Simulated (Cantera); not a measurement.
Input (Python, Cantera):

```python
import numpy as np
import cantera as ct

gas = ct.Solution("gri30.yaml")


def delay(T, t_max=10):
    gas.TPX = T, 2200000, {'C3H8': 1, 'O2': 2.38, 'N2': 8.95, 'H2O': 2}
    reactor = ct.IdealGasReactor(gas, clone=False)
    net = ct.ReactorNet([reactor])
    net.rtol, net.atol = 1e-8, 1e-16
    while net.time < t_max:
        t_old, T_old = net.time, reactor.T
        net.step()
        if reactor.T > T + 400:  # ignition: a rise of 400 K
            return t_old + (T + 400 - T_old) / (reactor.T - T_old) * (net.time - t_old)
    return np.nan


taus = []
for T in [1175, 1225, 1275, 1325, 1375, 1425, 1475, 1525, 1575, 1625]:
    taus.append(delay(T))
    print(f"T0 = {T:6g} K   tau = {taus[-1]:.4e} s")
```

Result:

```
T0 =   1175 K   tau = 1.4531e-03 s
T0 =   1225 K   tau = 6.2187e-04 s
T0 =   1275 K   tau = 2.7579e-04 s
T0 =   1325 K   tau = 1.2789e-04 s
T0 =   1375 K   tau = 6.2493e-05 s
T0 =   1425 K   tau = 3.2347e-05 s
T0 =   1475 K   tau = 1.7766e-05 s
T0 =   1525 K   tau = 1.0342e-05 s
T0 =   1575 K   tau = 6.3603e-06 s
T0 =   1625 K   tau = 4.1161e-06 s
```

Cantera simulation using GRI-Mech 3.0 (53 species, 325 reactions); the numbers are that mechanism's predictions, not measurements. GRI-Mech 3.0 was tuned for natural gas; its chemistry of propane as a main component is partial and can be far from experiment. The pressure lies above the range GRI-Mech 3.0 was tuned for (to about 10 atm).
